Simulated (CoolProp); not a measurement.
Vapour-liquid equilibrium of octamethyltrisiloxane (MDM) (1) + octamethylcyclotetrasiloxane (D4) (2) at 32.25 °C; x and y are mole fractions of (1).

Values from CoolProp's multi-fluid Helmholtz-energy mixture model, Thol 2017 and Thol 2015; pair parameters Bell 2016.

Give the bubble pressure and the first vapour's composition at x = 0.05, 0.35, 0.95. Is there an azeotrope?

x = 0.05: 0.0002602 MPa, y = 0.171; x = 0.35: 0.0004334 MPa, y = 0.652; x = 0.95: 0.0007630 MPa, y = 0.985. No azeotrope shows between x = 0.05 and 0.95.

The pair parameters rest on a limited set of measurements; away from them the model extrapolates.
